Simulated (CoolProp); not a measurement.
Values from CoolProp's reference Helmholtz-energy equation of state, Gao 2020.

Task: For ammonia, give the phase and the isothermal compressibility (1/MPa), expansivity (1/kK), conductivity (mW/(m K)), Prandtl number at 712 K and 21.5 MPa.

Result: 
- 712 K and 21.5 MPa: supercritical; isothermal compressibility 0.0488, expansivity 1.94, conductivity 94.0, Prandtl number 0.972

Viscosity comes from a separate model (Fenghour 1995). Thermal conductivity comes from a separate model (Tufeu 1984).
